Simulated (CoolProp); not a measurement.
Methanol at several states: fugacity coefficient from the reference equation and from simpler models built on Tc = 240.2 °C, pc = 82.16 bar, ω = 0.565; each cubic takes its own stable root.

Model: reference Helmholtz-energy equation of state, de Reuck 1993, in CoolProp.

```tsv
T (°C)	p (bar)	phase	reference
79.45	126	liquid	0.01609
300.05	1.24	gas	0.9969
82.35	63.2	liquid	0.03229
```

**Question.** How far does each simpler model (van der Waals, Redlich-Kwong, Peng-Robinson) lie from the reference over these 3 states: mean and median of the absolute difference, and the worst?

**Answer.** 
- van der Waals: mean 486.3 %, median 664.6 %, worst +794.3 % at 79.45 °C and 126 bar
- Redlich-Kwong: mean 164.5 %, median 234.5 %, worst +258.9 % at 79.45 °C and 126 bar
- Peng-Robinson: mean 3.6 %, median 4.7 %, worst +5.9 % at 79.45 °C and 126 bar
